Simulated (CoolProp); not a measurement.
Vapour pressure (bar) of n-heptane: the reference equation beside estimates from Tc = 268.1 °C, pc = 27.74 bar, ω = 0.349. Clausius-Clapeyron is anchored at 123.65 °C with a constant enthalpy of vaporisation of 29.83 kJ/mol.

The numbers come from the reference Helmholtz-energy equation of state, Span 2003 in CoolProp. It is a short technical equation, of lower accuracy than the large ones.

| T (°C) | reference | Clausius-Clapeyron | van der Waals | Soave-Redlich-Kwong | Peng-Robinson |
|---|---|---|---|---|---|
| 107.25 | 1.305 | 1.365 | 5.677 | 1.296 | 1.294 |
| 111.35 | 1.461 | 1.509 | 5.993 | 1.453 | 1.448 |
| 115.45 | 1.631 | 1.665 | 6.321 | 1.623 | 1.616 |
| 119.55 | 1.815 | 1.833 | 6.661 | … | 1.799 |
| 123.65 | 2.015 | 2.015 | 7.012 | 2.011 | 1.998 |
| 127.75 | 2.232 | … | 7.375 | 2.230 | 2.213 |
| 131.85 | 2.466 | 2.420 | 7.749 | 2.467 | 2.446 |
| 135.95 | 2.718 | 2.644 | 8.136 | 2.722 | 2.697 |
| 140.05 | 2.989 | 2.885 | 8.535 | 2.998 | 2.968 |
| 144.15 | 3.281 | … | 8.946 | 3.294 | 3.259 |
| 148.35 | 3.602 | 3.423 | 9.380 | … | 3.580 |
| 152.45 | 3.938 | 3.715 | 9.816 | 3.962 | 3.915 |

Question: Complete the blanks.

Answer: 
- 119.55, Soave-Redlich-Kwong: 1.809
- 127.75, Clausius-Clapeyron: 2.210
- 144.15, Clausius-Clapeyron: 3.142
- 148.35, Soave-Redlich-Kwong: 3.621

Absolute difference from the reference over all 12 rows, mean and median: Clausius-Clapeyron 2.9 and 3.0 %, van der Waals 230.0 and 222.3 %, Soave-Redlich-Kwong 0.4 and 0.4 %, Peng-Robinson 0.8 and 0.8 %.
